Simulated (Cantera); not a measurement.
Charge: 1 mol Si₃N₄, 0.075 mol CO₂, 250 mol N₂, 0.12 mol N₂O, equilibrated at 1073.15 K and 1.33 mbar.

Method: chemical equilibrium by Gibbs-energy minimisation in Cantera with the NASA 1993 tables (ideal gas, pure condensed phases). Candidate condensed phases: C, Si, SiC, SiO₂, Si₂N₂O, Si₃N₄; 34 gas species. Mutual solubility and eutectic melting of coexisting phases are not modelled. Equilibrium is a limit: real reactors are often held back by kinetics, nucleation or transport.

Base state: N₂ 1.00 (mole fractions); condensed: C(graphite) + Si₂N₂O(s) + Si₃N₄(s).

Task: What changes in the equilibrium state with this change: Si₃N₄ replaced by Si?

Result: 
| species | before | after |
|---|---|---|
| N₂ | 1.00 | 1.00 |
| C(graphite), mol | 0.0749 | 0.0749 |
| Si₂N₂O(s), mol | 0.270 | 0.270 |
| Si₃N₄(s), mol | 0.820 | 0.153 |
